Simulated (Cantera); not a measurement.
Cantera run, input and output.

```python
import numpy as np
import cantera as ct

gas = ct.Solution("gri30.yaml")


def delay(T, t_max=10):
    gas.TPX = T, 101325, {'CH4': 1, 'O2': 1.05, 'N2': 3.96}
    reactor = ct.IdealGasConstPressureReactor(gas, clone=False)
    net = ct.ReactorNet([reactor])
    net.rtol, net.atol = 1e-8, 1e-16
    while net.time < t_max:
        t_old, T_old = net.time, reactor.T
        net.step()
        if reactor.T > T + 400:  # ignition: a rise of 400 K
            return t_old + (T + 400 - T_old) / (reactor.T - T_old) * (net.time - t_old)
    return np.nan


taus = []
for T in [1075, 1175, 1275, 1375, 1475, 1575, 1675]:
    taus.append(delay(T))
    print(f"T0 = {T:6g} K   tau = {taus[-1]:.4e} s")
```

It prints:

```
T0 =   1075 K   tau = 4.3992e-01 s
T0 =   1175 K   tau = 9.3428e-02 s
T0 =   1275 K   tau = 2.3109e-02 s
T0 =   1375 K   tau = 6.4575e-03 s
T0 =   1475 K   tau = 2.0239e-03 s
T0 =   1575 K   tau = 7.2406e-04 s
T0 =   1675 K   tau = 3.0001e-04 s
```

Cantera simulation using GRI-Mech 3.0 (53 species, 325 reactions); the numbers are that mechanism's predictions, not measurements.
